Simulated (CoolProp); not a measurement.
The numbers come from the reference Helmholtz-energy equation of state, Thol 2019 in CoolProp.

Task: Give the vapour pressure (MPa), vapour density (kg/m³), enthalpy of vaporisation (kJ/kg), liquid viscosity (µPa s) of saturated n-pentane at 378, 414.3, 444.5 K.

Result: 
| T (K) | p (MPa) | vapour density (kg/m³) | enthalpy of vaporisation (kJ/kg) | liquid viscosity (µPa s) |
|---|---|---|---|---|
| 378 | 0.660 | 18.1 | 291 | 80.3 |
| 414.3 | 1.36 | 39.2 | 239 | 52.8 |
| 444.5 | 2.28 | 75.6 | 176 | 33.7 |

Viscosity comes from a separate model (Quiñones-Cisneros 2006), older than the equation that it now runs on, and unchecked against measurements.
